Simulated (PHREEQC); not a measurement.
Solution (25 °C): 2.8 mol NaCl, 0.059 mol H3BO3 and 2.9 mol MgCl2 per kg of water. Closed to the air; pH follows from the charge balance.

All values are PHREEQC results (Pitzer model, pitzer.dat), not measurements.

Each row changes one thing in this solution. No solid was allowed to form.

```csv
case,pH,MgOH+ (mol/kgw),SI of Halite (NaCl),SI of Bischofite (MgCl2:6H2O)
as made,2.78,2.26e-7,+0.51,-1.61
H3BO3 from 0.059 to 0.295 mol/kgw,2.17,5.82e-8,+0.51,-1.60
diluted 2-fold with water,4.07,6.51e-8,-0.79,[?]
H3BO3 left out,3.86,2.71e-6,+0.51,[?]
```

**Question.** What belongs in the gaps?

**Answer.** 
- diluted 2-fold with water, SI of Bischofite (MgCl2:6H2O): -3.60
- H3BO3 left out, SI of Bischofite (MgCl2:6H2O): -1.62

Complexes and solids missing from the database can't appear. Some of these states are supersaturated (in Halite, for instance). In brines, pH and single-ion activities rest on the MacInnes convention.
